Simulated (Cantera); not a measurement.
Charge: 1 mol PbO, 0.36 mol CH4, 0.15 mol N2, held at 1100 K and 35.0 mbar.

Equilibrium computed with Cantera from the NASA thermochemical tables; the gas is ideal and each condensed phase is pure. Rates play no part.

```tsv
species	before	after
Pb	0.00346	0.445
H2O	0.346	0.225
CO	0.119	0.103
H2	0.237	0.0967
CO2	0.172	0.0584
N2	0.122	0.0672
OH	<1e-9	0.000194
PbO	5.34e-8	0.00285
H	6.73e-8	0.00107
Pb2	4.22e-8	4.38e-5
Pb(l), mol	0.996	0
```
Gas species are given as mole fractions.

Problem. What was changed between the two runs?
A) pressure from 35.0 mbar to 0.210 bar
B) temperature from 1100 K to 1873 K
C) temperature from 1100 K to 2550 K
D) pressure from 35.0 mbar to 20.0 mbar

Solution. B, temperature from 1100 K to 1873 K
